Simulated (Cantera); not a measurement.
Mixture: CH₄ : CO : O₂ : N₂ = 1 : 0.033 : 4.29 : 16.1 (molar parts), equivalence ratio 0.47, at 25.0 bar, adiabatic and at constant volume. Ignition delay is the time to a rise of 400 K.

Model: GRI-Mech 3.0 (53 species, 325 reactions), integrated in Cantera. The pressure lies above the range GRI-Mech 3.0 was tuned for (to about 10 atm).

Question: What does this change do: O2 4.29 to 1.9 parts?

Answer: 
```
quantity                                                before       after
--------------------------------------------------  ----------  ----------
delay at 1025 K                                        19.3 ms     44.0 ms
delay at 1225 K                                        1.01 ms     2.76 ms
delay at 1425 K                                       0.121 ms    0.356 ms
delay at 1625 K                                        22.6 µs     58.7 µs
delay at 1825 K                                        5.77 µs     11.9 µs
apparent activation energy between 1625 and 1825 K  170 kJ/mol  200 kJ/mol
```

Question: What does this change do: constant pressure in place of constant volume?

Answer: 
| quantity | before | after |
|---|---|---|
| delay at 1025 K | 19.3 ms | 20.1 ms |
| delay at 1225 K | 1.01 ms | 1.06 ms |
| delay at 1425 K | 0.121 ms | 0.129 ms |
| delay at 1625 K | 22.6 µs | 24.4 µs |
| delay at 1825 K | 5.77 µs | 6.26 µs |
| apparent activation energy between 1625 and 1825 K | 170 kJ/mol | 170 kJ/mol |
